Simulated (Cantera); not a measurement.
Cantera run:

```python
import numpy as np
import cantera as ct

gas_names = [...]  # 116 gases of nasa_gas.yaml made of C, H, Mg, O
cond_names = """
    C(gr) C6H6(L) C7H8(L) C8H18(L),n-octa H2O(s) H2O(L) Mg(cr) Mg(L) MgCO3(s) MgO(s) MgO(L) MgO2H2(s)
""".split()


# ... load() reads the species with a 1 bar reference pressure and builds the phases ...
atoms = {
    'MgO': {'Mg': 1, 'O': 1},
    'CO': {'C': 1, 'O': 1},
    'H2': {'H': 2},
    'CH4': {'C': 1, 'H': 4},
}
top_T = {'C(gr)': 4500}  # K; cautious upper limits of use, not melting points


# ... equilibrate(T, P, feed) seeds the gas with the atoms and calls Mixture.equilibrate('TP', solver="vcs", rtol=1e-11, max_steps=5000) ...
results = []
feed = {'MgO': 1, 'CO': 5.6, 'H2': 5.7, 'CH4': 0.52}  # mol
P = 44000  # Pa
for T in [875, 975, 1075, 1175, 1275, 1375, 1475, 1575, 1675, 1775]:
    mix = equilibrate(T, P, feed)
    results.append((T, P, feed, dict(zip(mix.species_names, mix.species_moles))))
    x = sorted(zip(gas.X, gas.species_names), reverse=True)
    print(f"T = {T:g} K  P = {P:g} Pa  gas = {mix.phase_moles(0):.4g} mol")
    print("   x: " + "  ".join(f"{s} {v:.3e}" for v, s in x if v > 0.001))
    print("   condensed (mol): " + ("  ".join(f"{mix.phase(i).name} {mix.phase_moles(i):.4g}"
          for i in range(1, mix.n_phases) if mix.phase_moles(i) > 1e-12) or "none"))
```

Output:

```
T = 875 K  P = 44000 Pa  gas = 9.217 mol
   x: H2 4.882e-01  CO 1.730e-01  H2O 1.515e-01  CO2 1.416e-01  CH4 4.579e-02
   condensed (mol): C(gr) 2.799  MgO(s) 1
T = 975 K  P = 44000 Pa  gas = 11.04 mol
   x: H2 5.299e-01  CO 3.526e-01  CO2 5.255e-02  H2O 4.940e-02  CH4 1.552e-02
   condensed (mol): C(gr) 1.474  MgO(s) 1
T = 1075 K  P = 44000 Pa  gas = 11.98 mol
   x: H2 5.381e-01  CO 4.321e-01  H2O 1.293e-02  CO2 1.117e-02  CH4 5.745e-03
   condensed (mol): C(gr) 0.7399  MgO(s) 1
T = 1175 K  P = 44000 Pa  gas = 12.23 mol
   x: H2 5.422e-01  CO 4.492e-01  H2O 3.715e-03  CH4 2.477e-03  CO2 2.405e-03
   condensed (mol): C(gr) 0.5646  MgO(s) 1
T = 1275 K  P = 44000 Pa  gas = 12.3 mol
   x: H2 5.442e-01  CO 4.527e-01  H2O 1.264e-03  CH4 1.208e-03
   condensed (mol): C(gr) 0.5285  MgO(s) 1
T = 1375 K  P = 44000 Pa  gas = 12.32 mol
   x: H2 5.451e-01  CO 4.535e-01
   condensed (mol): C(gr) 0.5206  MgO(s) 1
T = 1475 K  P = 44000 Pa  gas = 12.33 mol
   x: H2 5.456e-01  CO 4.537e-01
   condensed (mol): C(gr) 0.5189  MgO(s) 1
T = 1575 K  P = 44000 Pa  gas = 12.34 mol
   x: H2 5.457e-01  CO 4.538e-01
   condensed (mol): C(gr) 0.5177  MgO(s) 0.9991
T = 1675 K  P = 44000 Pa  gas = 12.37 mol
   x: H2 5.445e-01  CO 4.539e-01  Mg 1.172e-03
   condensed (mol): C(gr) 0.5036  MgO(s) 0.9854
T = 1775 K  P = 44000 Pa  gas = 12.7 mol
   x: H2 5.303e-01  CO 4.551e-01  Mg 1.402e-02
   condensed (mol): C(gr) 0.3381  MgO(s) 0.8208
```

Equilibrium computed with Cantera from the NASA thermochemical tables; the gas is ideal and each condensed phase is pure. The tables' values for MgH are old estimates; treat these amounts as uncertain.
